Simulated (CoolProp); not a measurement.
Properties of isobutene along the isobar 60 kPa (Tc = 418.1 K, pc = 4016 kPa, ω = 0.193).

The numbers come from the reference Helmholtz-energy equation of state, Lemmon 2005 in CoolProp. It is a short technical equation, of lower accuracy than the large ones.

```json
[
 {"T (K)": "151.1", "phase": "liquid", "cp (kJ/(kg K))": "1.918", "speed of sound (m/s)": "1728", "isothermal compressibility (1/MPa)": "___"},
 {"T (K)": "181.4", "phase": "liquid", "cp (kJ/(kg K))": "1.968", "speed of sound (m/s)": "1542", "isothermal compressibility (1/MPa)": "0.0008497"},
 {"T (K)": "211.6", "phase": "liquid", "cp (kJ/(kg K))": "2.037", "speed of sound (m/s)": "1362", "isothermal compressibility (1/MPa)": "0.001136"},
 {"T (K)": "241.8", "phase": "liquid", "cp (kJ/(kg K))": "2.130", "speed of sound (m/s)": "1188", "isothermal compressibility (1/MPa)": "0.001562"},
 {"T (K)": "272", "phase": "gas", "cp (kJ/(kg K))": "___", "speed of sound (m/s)": "207.9", "isothermal compressibility (1/MPa)": "17.07"},
 {"T (K)": "302.3", "phase": "gas", "cp (kJ/(kg K))": "1.625", "speed of sound (m/s)": "___", "isothermal compressibility (1/MPa)": "16.93"},
 {"T (K)": "332.5", "phase": "gas", "cp (kJ/(kg K))": "1.736", "speed of sound (m/s)": "___", "isothermal compressibility (1/MPa)": "16.86"},
 {"T (K)": "362.7", "phase": "gas", "cp (kJ/(kg K))": "1.850", "speed of sound (m/s)": "240.1", "isothermal compressibility (1/MPa)": "16.81"},
 {"T (K)": "393", "phase": "gas", "cp (kJ/(kg K))": "___", "speed of sound (m/s)": "249.7", "isothermal compressibility (1/MPa)": "16.77"},
 {"T (K)": "423.2", "phase": "gas", "cp (kJ/(kg K))": "2.072", "speed of sound (m/s)": "258.8", "isothermal compressibility (1/MPa)": "16.75"},
 {"T (K)": "453.4", "phase": "gas", "cp (kJ/(kg K))": "___", "speed of sound (m/s)": "267.6", "isothermal compressibility (1/MPa)": "16.73"},
 {"T (K)": "483.7", "phase": "gas", "cp (kJ/(kg K))": "2.280", "speed of sound (m/s)": "276.1", "isothermal compressibility (1/MPa)": "16.72"}
]
```

Task: Some entries are withheld; supply them.

Result: 
- 151.1, isothermal compressibility (1/MPa): 0.0006466
- 272, cp (kJ/(kg K)): 1.521
- 302.3, speed of sound (m/s): 219.4
- 332.5, speed of sound (m/s): 230.1
- 393, cp (kJ/(kg K)): 1.963
- 453.4, cp (kJ/(kg K)): 2.178
